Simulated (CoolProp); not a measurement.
The numbers come from the reference Helmholtz-energy equation of state, Guder 2009 in CoolProp.

For sulfur hexafluoride, give the phase and the Z, cp (kJ/(kg K)), cv (kJ/(kg K)), speed of sound (m/s) at 228.6 K and 722 kPa; 228.6 K and 2170 kPa.


- 228.6 K and 722 kPa: liquid; Z 0.0304, cp 0.851, cv 0.538, speed of sound 531
- 228.6 K and 2170 kPa: liquid; Z 0.0911, cp 0.846, cv 0.538, speed of sound 542
